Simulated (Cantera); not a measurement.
A perfectly stirred reactor is fed with CH4 : H2 : N2 = 0.011 : 1 : 0.014 (molar parts), at 0.0133 bar; it is held at 2475 K, and followed from long to short residence time.

Cantera simulation using GRI-Mech 3.0 (53 species, 325 reactions); the numbers are that mechanism's predictions, not measurements. GRI-Mech 3.0 stops at C3 and has no aromatics, soot or wall deposition, so with more carbon than oxygen in the feed, carbon stays in small species such as C2H2 where larger ones or solid carbon would form. Radical loss at walls, strong at low pressure, is not modelled.

x: mole fraction; the columns are a selection and need not sum to one.

```tsv
τ (s)	x CH4	x H2	x CH2	x CH3	x C2H6	x H
0.41	5.19e-5	0.894	1.42e-5	9.16e-5	6.45e-11	0.0878
0.16	0.000195	0.923	2.20e-5	0.000222	6.87e-10	0.0584
0.060	?	0.940	?	?	?	?
0.023	?	0.949	?	?	?	?
0.0087	0.00307	0.955	5.12e-5	0.00140	7.81e-8	0.0241
0.0033	0.00569	0.960	4.76e-5	0.00187	1.86e-7	0.0173
0.0013	0.00829	0.966	2.58e-5	0.00164	2.07e-7	0.0104
0.00049	0.00976	0.971	6.54e-6	0.000876	8.52e-8	0.00461
0.00019	0.0103	0.974	1.29e-6	0.000398	2.11e-8	0.00185
```

### Question
What belongs in the gaps?

### Answer

- 0.060, x CH4: 0.000588
- 0.060, x CH2: 3.17e-5
- 0.060, x CH3: 0.000468
- 0.060, x C2H6: 4.76e-9
- 0.060, x H: 0.0415
- 0.023, x CH4: 0.00143
- 0.023, x CH2: 4.26e-5
- 0.023, x CH3: 0.000857
- 0.023, x C2H6: 2.20e-8
- 0.023, x H: 0.0315
